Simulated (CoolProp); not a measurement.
Hexamethyldisiloxane (MM) along the isobar 0.834 MPa: Z from the reference equation and from simpler models built on Tc = 245.6 °C, pc = 1.931 MPa, ω = 0.418; each cubic takes its own stable root.

Model: reference Helmholtz-energy equation of state, Thol 2016, in CoolProp.

| T (°C) | phase | reference | van der Waals | Redlich-Kwong | Soave-Redlich-Kwong | Peng-Robinson |
|---|---|---|---|---|---|---|
| 127.25 | liquid | 0.06319 | 0.1043 | 0.07300 | 0.06791 | 0.05996 |
| 145.35 | liquid | 0.06287 | 0.1044 | 0.07356 | 0.06809 | 0.06007 |
| 163.45 | liquid | 0.06302 | 0.7509 | 0.07509 | 0.06912 | 0.06095 |
| 181.65 | liquid | 0.06387 | 0.7826 | 0.7303 | 0.07147 | 0.06301 |
| 199.75 | gas | 0.7296 | 0.8077 | 0.7693 | 0.7476 | 0.7304 |
| 217.85 | gas | 0.7763 | 0.8285 | 0.7997 | 0.7889 | 0.7724 |
| 235.95 | gas | 0.8108 | 0.8460 | 0.8242 | 0.8210 | 0.8051 |
| 254.15 | gas | 0.8378 | 0.8610 | 0.8445 | 0.8470 | 0.8316 |

At some of these states van der Waals, Redlich-Kwong gives the other phase, because its saturation line lies elsewhere.
